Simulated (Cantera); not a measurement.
Feed: 1 mol AlBr3, 320 mol NH3, 5.2 mol N2.

Cantera equilibrium calculation (NASA polynomials, part measured and part estimated; ideal gas, pure solids and liquids). Candidate condensed phases: Al, AlBr3, AlN, Br2; 19 gas species. Equilibrium is a limit: real reactors are often held back by kinetics, nucleation or transport.

Stable condensed phases, one row left out:

```
T in K \ P in Pa
             10     37    140    520   1900   7200  27000 100000
   1925       A      A      A      A      A      A      A      B
   1850       A      A      A      A      A      A      B      B
   1775       A      A      A      A      A      A      B      B
   1625       A      A      A      A      B      B      B      B
   1550       A      A      A      B      B      B      B      B
   1475       A      A      B      B      B      B      B      B
   1400       A      B      B      B      B      B      B      B
   1325       B      B      B      B      B      B      B      B
   1250       B      B      B      B      B      B      B      B
   1175       B      B      B      B      B      B      B      B
   1100       B      B      B      B      B      B      B      B
   1025       B      B      B      B      B      B      B      B
```

A: gas only; B: AlN.

**Question.** Give the row for 1700 K.

**Answer.** 10: gas only; 37: gas only; 140: gas only; 520: gas only; 1900: gas only; 7200: AlN; 27000: AlN; 100000: AlN.
